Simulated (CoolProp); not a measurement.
Vapour-liquid equilibrium of n-butane (1) + benzene (2) at 0.434 MPa; x and y are mole fractions of (1).

Computed with CoolProp (multi-fluid Helmholtz-energy mixture model, Bücker 2006 and Thol 2012; pair parameters Bell 2016).

Problem. Give the bubble temperature and the first vapour's composition at x = 0.45, 0.65, 0.75. Is there an azeotrope?

Solution. x = 0.45: 341.7 K, y = 0.892; x = 0.65: 331.0 K, y = 0.945; x = 0.75: 327.0 K, y = 0.962. No azeotrope shows between x = 0.05 and 0.95.

Pair parameters are fitted to limited data, so mixtures are less certain than the pure fluids.
